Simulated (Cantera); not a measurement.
Feed: 1 mol Si2Cl6, 4.9 mol NH3, 5.8 mol H2, held at 1625 K and 0.00133 bar.

Method: chemical equilibrium by Gibbs-energy minimisation in Cantera with the NASA 1993 tables (ideal gas, pure condensed phases). Candidate condensed phases: NH4Cl, Si, Si3N4; 28 gas species. The feed counts by its element totals alone. The tables' values for SiCl3, SiCl are old estimates; treat these amounts as uncertain. The numbers say what is thermodynamically allowed, not how fast it happens.

Base state: H2 0.640, N2 0.132, HCl 0.131, SiCl2 0.0943, H 0.00155, SiCl3 0.000671, Cl 0.000250, SiCl 0.000200 (mole fractions); condensed: Si(s).

### Question
What changes in the equilibrium state with this change: temperature from 1625 K to 800 K?

### Answer
```tsv
species	before	after
H2	0.640	0.614
HCl	0.131	0.302
N2	0.132	0.0728
SiCl2	0.0943	2.59e-9
SiCl4	1.11e-5	0.0118
H	0.00155	<1e-9
Cl	0.000250	<1e-9
Si(s), mol	0.226	0
Si3N4(s), mol	0	0.599
```

### Question
What changes in the equilibrium state with this change: temperature from 1625 K to 1598 K?

### Answer
```tsv
species	before	after
H2	0.640	0.640
HCl	0.131	0.132
N2	0.132	0.132
SiCl2	0.0943	0.0938
H	0.00155	0.00117
Si	0.000122	7.01e-5
SiCl4	1.11e-5	1.61e-5
SiCl	0.000200	0.000141
Si(s), mol	0.226	0.235
```
